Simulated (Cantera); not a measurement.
Cantera run:

```python
import numpy as np
import cantera as ct

gas_names = """
    H H2 N NH NH2 NH3 N2 N2H2 N2H4 Zr ZrN
""".split()
cond_names = """
    Zr(a) Zr(b) Zr(L) ZrN(s) ZrN(L)
""".split()


# ... load() reads the species with a 1 bar reference pressure and builds the phases ...
atoms = {
    'ZrN': {'Zr': 1, 'N': 1},
    'H2': {'H': 2},
}
top_T = {}  # K; cautious upper limits of use, not melting points


# ... equilibrate(T, P, feed) seeds the gas with the atoms and calls Mixture.equilibrate('TP', solver="vcs", rtol=1e-11, max_steps=5000) ...
results = []
feed = {'ZrN': 1, 'H2': 0.38}  # mol
T = 2325  # K
for P in [1, 16, 250, 4000, 63000, 1000000]:
    mix = equilibrate(T, P, feed)
    results.append((T, P, feed, dict(zip(mix.species_names, mix.species_moles))))

top = {s: max(r[3][s] / sum(r[3][g] for g in gas_names) for r in results) for s in gas_names}
cols = sorted((s for s in top if top[s] > 0.001), key=lambda s: -top[s])[:7]
seen = [c for c in cond_names if any(r[3].get(c, 0) > 1e-12 for r in results)]
print("log10 of partial pressures in bar; condensed amounts in mol")
print(f"{'P/Pa':>10s}" + "".join(f"{s[:9]:>10s}" for s in cols + seen))
for T, P, feed, n in results:
    ng = sum(n[g] for g in gas_names)
    print(f"{P:10.4g}" + "".join(f"{np.log10(max(n[s] / ng * P / 1e5, 1e-99)):10.3f}" for s in cols)
          + "".join(f"{n.get(c, 0):10.4g}" for c in seen))
```

It prints:

```
log10 of partial pressures in bar; condensed amounts in mol
      P/Pa        H2         H        Zr        N2     Zr(L)    ZrN(s)
         1    -6.188    -5.053    -6.481    -6.782         0    0.9753
        16    -4.164    -4.041    -6.481    -6.782         0    0.9989
       250    -2.698    -3.307    -6.481    -6.782         0    0.9999
      4000    -1.422    -2.669    -6.481    -6.782         0         1
   6.3e+04    -0.207    -2.062    -6.480    -6.784         0         1
     1e+06     0.998    -1.459    -6.462    -6.820  4.36e-09         1
```

Equilibrium computed with Cantera from the NASA thermochemical tables; the gas is ideal and each condensed phase is pure. ZrN: taken at fixed stoichiometry.
